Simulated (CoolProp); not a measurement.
Saturated liquid density (kg/m³) of carbon dioxide: the reference equation beside estimates from Tc = 31.0 °C, pc = 7.377 MPa, ω = 0.224.

The numbers come from the reference Helmholtz-energy equation of state, Span 1996 in CoolProp.

| T (°C) | reference | Redlich-Kwong | Soave-Redlich-Kwong |
|---|---|---|---|
| -37.15 | 1105 | 968.6 | 1008 |
| -34.05 | 1093 | 954.6 | 994.6 |
| -30.85 | 1079 | 939.8 | 979.8 |
| -27.75 | 1066 | 925.1 | 965.1 |
| -24.55 | 1052 | 909.4 | 949.3 |
| -21.35 | 1038 | 893.2 | 933.0 |
| -18.25 | 1024 | 877.1 | 916.5 |
| -15.05 | 1008 | 859.9 | 898.9 |
| -11.95 | 992.9 | 842.6 | 881.1 |
| -8.75 | 976.4 | 824.1 | 861.9 |
| -5.65 | 959.8 | 805.4 | 842.5 |
| -2.45 | 941.8 | 785.3 | 821.5 |
| 0.65 | 923.5 | 765.0 | 800.0 |

Absolute difference from the reference over all 13 rows, mean and median: Redlich-Kwong 14.5 and 14.3 %, Soave-Redlich-Kwong 10.7 and 10.5 %.
